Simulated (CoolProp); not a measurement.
Vapour-liquid equilibrium of R114 (1) + benzene (2) at 0.601 MPa; x and y are mole fractions of (1).

Values from CoolProp's multi-fluid Helmholtz-energy mixture model, Platzer 1990 and Thol 2012; pair parameters Bell 2016. This equation is an older, rougher fit; its heat capacities, sound speeds and derivatives of the liquid may be far off and weren't checked against measurements.

### Question
Give the bubble temperature and the first vapour's composition at x = 0.575, 0.8, 0.875. Is there an azeotrope?

### Answer
x = 0.575: 348.9 K, y = 0.896; x = 0.8: 341.3 K, y = 0.947; x = 0.875: 338.8 K, y = 0.966. No azeotrope shows between x = 0.05 and 0.95.

Pair parameters are fitted to limited data, so mixtures are less certain than the pure fluids.
